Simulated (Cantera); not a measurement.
Cantera run:

```python
import numpy as np
import cantera as ct

gas_names = """
    H HO2 H2 H2O H2O2 Mg MgH MgO MgOH MgO2H2 Mg2 O OH O2 O3
""".split()
cond_names = """
    H2O(s) H2O(L) Mg(cr) Mg(L) MgO(s) MgO(L) MgO2H2(s)
""".split()


# ... load() reads the species with a 1 bar reference pressure and builds the phases ...
atoms = {
    'MgO': {'Mg': 1, 'O': 1},
    'H2': {'H': 2},
}
top_T = {}  # K; cautious upper limits of use, not melting points


# ... equilibrate(T, P, feed) seeds the gas with the atoms and calls Mixture.equilibrate('TP', solver="vcs", rtol=1e-11, max_steps=5000) ...
results = []
feed = {'MgO': 1, 'H2': 0.7}  # mol
P = 160  # Pa
for T in [1898, 1998, 2098, 2198, 2298, 2398, 2498, 2598, 2698, 2798, 2898, 2998]:
    mix = equilibrate(T, P, feed)
    results.append((T, P, feed, dict(zip(mix.species_names, mix.species_moles))))
    x = sorted(zip(gas.X, gas.species_names), reverse=True)
    print(f"T = {T:g} K  P = {P:g} Pa  gas = {mix.phase_moles(0):.4g} mol")
    print("   x: " + "  ".join(f"{s} {v:.3e}" for v, s in x if v > 1e-05))
    print("   condensed (mol): " + ("  ".join(f"{mix.phase(i).name} {mix.phase_moles(i):.4g}"
          for i in range(1, mix.n_phases) if mix.phase_moles(i) > 1e-12) or "none"))
```

Output:

```
T = 1898 K  P = 160 Pa  gas = 0.7385 mol
   x: H2 8.959e-01  Mg 4.276e-02  H2O 4.271e-02  H 1.850e-02  OH 7.214e-05  MgOH 6.026e-05  MgH 2.354e-05
   condensed (mol): MgO(s) 0.9684
T = 1998 K  P = 160 Pa  gas = 0.7812 mol
   x: H2 7.925e-01  Mg 8.573e-02  H2O 8.538e-02  H 3.570e-02  OH 3.827e-04  MgOH 2.121e-04  MgH 4.735e-05  O 1.261e-05  MgO 1.241e-05
   condensed (mol): MgO(s) 0.9328
T = 2098 K  P = 160 Pa  gas = 0.8579 mol
   x: H2 6.338e-01  Mg 1.520e-01  H2O 1.502e-01  H 6.125e-02  OH 1.723e-03  MgOH 6.231e-04  O 1.187e-04  MgO 8.092e-05  MgH 7.964e-05  MgO2H2 1.246e-05  O2 1.200e-05
   condensed (mol): MgO(s) 0.8689
T = 2198 K  P = 160 Pa  gas = 0.9826 mol
   x: H2 4.345e-01  Mg 2.359e-01  H2O 2.278e-01  H 9.177e-02  OH 6.695e-03  MgOH 1.515e-03  O 9.859e-04  MgO 4.437e-04  O2 2.181e-04  MgH 1.079e-04  MgO2H2 3.776e-05
   condensed (mol): MgO(s) 0.7662
T = 2298 K  P = 160 Pa  gas = 1.177 mol
   x: Mg 3.208e-01  H2O 2.837e-01  H2 2.396e-01  H 1.172e-01  OH 2.230e-02  O 7.450e-03  O2 3.685e-03  MgOH 2.999e-03  MgO 2.092e-03  MgH 1.144e-04  MgO2H2 8.825e-05
   condensed (mol): MgO(s) 0.6162
T = 2398 K  P = 160 Pa  gas = 1.804 mol
   x: Mg 4.184e-01  H2O 2.159e-01  H 1.151e-01  H2 8.540e-02  OH 5.336e-02  O2 5.043e-02  O 4.818e-02  MgO 8.640e-03  MgOH 4.382e-03  MgO2H2 1.194e-04  MgH 9.321e-05
   condensed (mol): MgO(s) 0.2212
T = 2498 K  P = 160 Pa  gas = 2.343 mol
   x: Mg 4.155e-01  H 1.610e-01  H2O 1.202e-01  O 9.504e-02  O2 7.019e-02  H2 6.680e-02  OH 5.991e-02  MgO 8.782e-03  MgOH 2.433e-03  MgH 8.534e-05  MgO2H2 3.115e-05
   condensed (mol): none
T = 2598 K  P = 160 Pa  gas = 2.593 mol
   x: Mg 3.780e-01  H 2.347e-01  O 1.404e-01  H2O 6.305e-02  H2 6.083e-02  O2 5.924e-02  OH 5.618e-02  MgO 6.440e-03  MgOH 1.091e-03  MgH 7.698e-05
   condensed (mol): none
T = 2698 K  P = 160 Pa  gas = 2.851 mol
   x: Mg 3.457e-01  H 3.015e-01  O 1.873e-01  H2 4.575e-02  OH 4.455e-02  O2 4.375e-02  H2O 2.645e-02  MgO 4.486e-03  MgOH 4.368e-04  MgH 6.327e-05
   condensed (mol): none
T = 2798 K  P = 160 Pa  gas = 3.062 mol
   x: H 3.490e-01  Mg 3.233e-01  O 2.269e-01  OH 3.053e-02  H2 2.952e-02  O2 2.837e-02  H2O 9.201e-03  MgO 3.021e-03  MgOH 1.611e-04  MgH 4.912e-05
   condensed (mol): none
T = 2898 K  P = 160 Pa  gas = 3.204 mol
   x: H 3.772e-01  Mg 3.100e-01  O 2.547e-01  OH 1.900e-02  H2 1.746e-02  O2 1.671e-02  H2O 2.874e-03  MgO 2.003e-03  MgOH 5.756e-05  MgH 3.735e-05
   condensed (mol): none
T = 2998 K  P = 160 Pa  gas = 3.289 mol
   x: H 3.926e-01  Mg 3.027e-01  O 2.718e-01  OH 1.131e-02  H2 1.001e-02  O2 9.350e-03  MgO 1.328e-03  H2O 8.699e-04  MgH 2.843e-05  MgOH 2.073e-05
   condensed (mol): none
```

Equilibrium computed with Cantera from the NASA thermochemical tables; the gas is ideal and each condensed phase is pure. The tables' values for MgH are old estimates; treat these amounts as uncertain.
